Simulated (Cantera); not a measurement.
Standard-state values (1 bar) from the NASA 1993 polynomials, evaluated with Cantera. Values are per mole of reaction as written; species without (g) are pure solids or liquids, kept so even where they would boil at 1 bar.

3 C + O3(g) → 3 CO(g), with ΔH° = -473.3 kJ and ΔS° = 336.9 J/K at 300 K.

### Question
How far is the shortcut ΔG° ≈ ΔH°(300 K) − T·ΔS°(300 K) from the full temperature-dependent value at 2250, 2275, 2300, 2325, 2350, 2375, 2400, 2425, 2450 K?

### Answer
```json
[
 {"T (K)": "2250", "shortcut (kJ)": "-1231.4", "full (kJ)": "-1213.5", "difference (kJ)": "-17.9", "difference in log10 K": "0.41"},
 {"T (K)": "2275", "shortcut (kJ)": "-1239.8", "full (kJ)": "-1221.3", "difference (kJ)": "-18.5", "difference in log10 K": "0.43"},
 {"T (K)": "2300", "shortcut (kJ)": "-1248.2", "full (kJ)": "-1229.0", "difference (kJ)": "-19.2", "difference in log10 K": "0.44"},
 {"T (K)": "2325", "shortcut (kJ)": "-1256.6", "full (kJ)": "-1236.7", "difference (kJ)": "-19.9", "difference in log10 K": "0.45"},
 {"T (K)": "2350", "shortcut (kJ)": "-1265.1", "full (kJ)": "-1244.5", "difference (kJ)": "-20.6", "difference in log10 K": "0.46"},
 {"T (K)": "2375", "shortcut (kJ)": "-1273.5", "full (kJ)": "-1252.2", "difference (kJ)": "-21.3", "difference in log10 K": "0.47"},
 {"T (K)": "2400", "shortcut (kJ)": "-1281.9", "full (kJ)": "-1259.9", "difference (kJ)": "-22.0", "difference in log10 K": "0.48"},
 {"T (K)": "2425", "shortcut (kJ)": "-1290.3", "full (kJ)": "-1267.6", "difference (kJ)": "-22.7", "difference in log10 K": "0.49"},
 {"T (K)": "2450", "shortcut (kJ)": "-1298.7", "full (kJ)": "-1275.3", "difference (kJ)": "-23.5", "difference in log10 K": "0.50"}
]
```
The shortcut ignores the heat-capacity change of the reaction.
